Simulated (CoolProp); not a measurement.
500 sccm (0 °C, 1 atm) of nitrogen bubbles through liquid R11 at 275.9 K and leaves saturated at a total pressure of 0.15 MPa (ideal gas phase). Each further row changes one setting.

Model: reference Helmholtz-energy equation of state, Jacobsen 1992, in CoolProp.

| case | vapour pressure (kPa) | mole fraction of vapour | delivery (mg/min) | delivery (sccm) | change of delivery for a bath 1 K warmer (%) |
|---|---|---|---|---|---|
| as stated | 45.2 | 0.301 | 1320 | 215 | 6.2 |
| bath temperature 280.9 K | 55.5 | 0.370 | 1800 | 293 | 6.6 |
| total pressure 0.3 MPa | 45.2 | 0.151 | 543 | 88.6 | 5.1 |
